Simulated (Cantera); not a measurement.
**Ammonia decomposition in nitride growth gas**

An isothermal, constant-pressure homogeneous reactor starts with NH₃ : N₂ = 1 : 0.46 (molar parts), at 1873 K and 4200 Pa.

Model: the gas-phase N/H chemistry of the illustrative SiF4/NH3 mechanism in the Surface Chemkin manual (1991), integrated in Cantera. Walls and surfaces, which speed up NH3 decomposition in real reactors, are not modelled.

```tsv
t (s)	x NH₃	x NH	x NH₂	x N	x H₂	x N₂H₄	x H
3.00e-5	0.685	6.84e-11	4.03e-6	<1e-12	1.94e-6	<1e-12	1.37e-7
0.000180	0.685	4.48e-9	2.48e-5	<1e-12	1.24e-5	3.42e-11	1.37e-7
0.00108	0.685	2.72e-7	0.000148	2.25e-10	7.79e-5	1.28e-9	1.56e-7
0.00646	0.683	3.33e-6	0.000670	5.75e-9	0.00109	2.63e-8	8.63e-7
0.0387	0.669	4.89e-6	0.000742	4.68e-8	0.0134	3.23e-8	5.93e-6
0.232	0.593	6.64e-6	0.000626	2.19e-7	0.0818	2.30e-8	3.17e-5
1.39	0.315	6.48e-6	0.000386	4.05e-7	0.329	8.73e-9	0.000146
8.35	0.0277	2.70e-6	7.09e-5	3.95e-7	0.585	2.94e-10	0.000541
50.0	2.99e-5	5.70e-8	3.36e-7	3.71e-8	0.608	<1e-12	0.00247
300	2.99e-6	5.71e-9	3.37e-8	3.72e-9	0.608	<1e-12	0.00247
```
x: mole fraction; the columns are a selection and need not sum to one.

Equilibrium at this temperature and pressure: NH₃ 3.11e-7, NH 5.94e-10, NH₂ 3.50e-9, N 3.87e-10, H₂ 0.608, N₂H₄ <1e-12, H 0.00247 (gas phase only).
